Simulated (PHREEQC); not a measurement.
2.8 g of hydrous ferric oxide (600 m²/g; 0.2 weak and 0.005 strong sites per Fe, Dzombak-Morel constants, diffuse double layer) in 1 kg of water with 0.001 mol/kgw of an inert sodium salt and 0.01 mol/kgw Na2SO4, at 25 °C; the pH is set by adding NaOH or the inert anion's acid. Oxygen is held at 0.21 atm. The system is closed to CO2. Precipitation was switched off in this run.

The numbers come from PHREEQC with the ion-association model, wateq4f.dat.

| pH | S sorbed (%) | surface charge σ (C/m²) | surface potential ψ (mV) |
|---|---|---|---|
| 3 | 29.9 | 0.027 | 57 |
| 3.67 | 29.9 | 0.026 | 57 |
| 4.33 | 29.6 | 0.026 | 56 |
| 5.67 | 24.5 | 0.022 | 49 |
| 6.33 | 18.0 | 0.017 | 40 |
| 7 | 10.2 | 0.011 | 28 |
| 7.67 | 3.7 | 0.005 | 12 |
| 8.33 | 0.6 | -0.005 | -13 |
| 9.67 | 0.0 | -0.045 | -79 |
| 10.33 | 0.0 | -0.082 | -108 |
| 11 | 0.0 | -0.138 | -133 |

The oxide is taken as insoluble; below pH 4 it would dissolve.
